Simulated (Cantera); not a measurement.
Feed: 1 mol SiHCl3, 2.4 mol HCl, 4.4 mol N2, at 1275 K and 1 atm.

Method: chemical equilibrium by Gibbs-energy minimisation in Cantera with the NASA 1993 tables (ideal gas, pure condensed phases). Candidate condensed phases: NH4Cl, Si, Si3N4; 28 gas species. N2 is the only nitrogen source here; it is nearly inert below about 1500 K, so the nitride shown seldom forms there in practice. The tables' values for SiCl3 are old estimates; treat these amounts as uncertain. Equilibrium is a limit: real reactors are often held back by kinetics, nucleation or transport.

Base state: N2 0.548, HCl 0.255, SiCl4 0.106, H2 0.0881, SiHCl3 0.00148, SiCl3 0.00136, SiCl2 0.000114 (mole fractions); condensed: Si3N4(s).

Q: What changes in the equilibrium state with this change: SiHCl3 replaced by Si2Cl6?

A: 
| species | before | after |
|---|---|---|
| N2 | 0.548 | 0.530 |
| HCl | 0.255 | 0.213 |
| SiCl4 | 0.106 | 0.209 |
| H2 | 0.0881 | 0.0442 |
| SiCl3 | 0.00136 | 0.00228 |
| SiCl2 | 0.000114 | 0.000161 |
| SiHCl3 | 0.00148 | 0.00175 |
| Si3N4(s), mol | 0.0483 | 0.104 |
The feed counts by its element totals alone.

Q: What changes in the equilibrium state with this change: HCl from 2.4 to 0.25 mol?

A: 
| species | before | after |
|---|---|---|
| N2 | 0.548 | 0.713 |
| HCl | 0.255 | 0.154 |
| SiCl4 | 0.106 | 0.100 |
| H2 | 0.0881 | 0.0304 |
| SiHCl3 | 0.00148 | 0.000796 |
| SiCl2 | 0.000114 | 0.000101 |
| SiCl3 | 0.00136 | 0.00125 |
| Si3N4(s), mol | 0.0483 | 0.136 |
